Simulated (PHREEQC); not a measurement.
Consider water at 20 °C with 0.014 mol H2SO4, 3.5e-05 mol ZnSO4 and 6.7e-05 mol MgSO4 per kg of water. Closed to the air; pH follows from the charge balance.

Model: ion-association model, phreeqc.dat, run in PHREEQC.

```json
[
 {"quantity": "pH", "before": "1.74", "after": "2.34"},
 {"quantity": "ionic strength (mol/kgw)", "before": "0.0281", "after": "0.00714"},
 {"quantity": "HSO4- (mol/kgw)", "before": "0.00709", "after": "0.000663"},
 {"quantity": "SO4-2 (mol/kgw)", "before": "0.00698", "after": "0.00215"}
]
```

**Question.** Name the change that produced these shifts.
(A) diluted 5-fold with water
(B) ZnSO4 from 3.5e-05 to 7e-05 mol/kgw
(C) 0.00034 mol/kgw HCl added
(D) ZnSO4 replaced by CdSO4 at the same molality
(E) MgSO4 replaced by K2SO4 at the same molality

**Answer.** A, diluted 5-fold with water

No solid was allowed to form.
